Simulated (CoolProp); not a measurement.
Values from CoolProp's reference Helmholtz-energy equation of state, Lemmon 2006. It is a short technical equation, of lower accuracy than the large ones.

**Question.** For nitrous oxide, give the phase and the Joule-Thomson coefficient (K/MPa) at 331.3 K and 382 kPa; 365.1 K and 382 kPa.

**Answer.** 
- 331.3 K and 382 kPa: gas; Joule-Thomson coefficient 8.57
- 365.1 K and 382 kPa: gas; Joule-Thomson coefficient 6.88
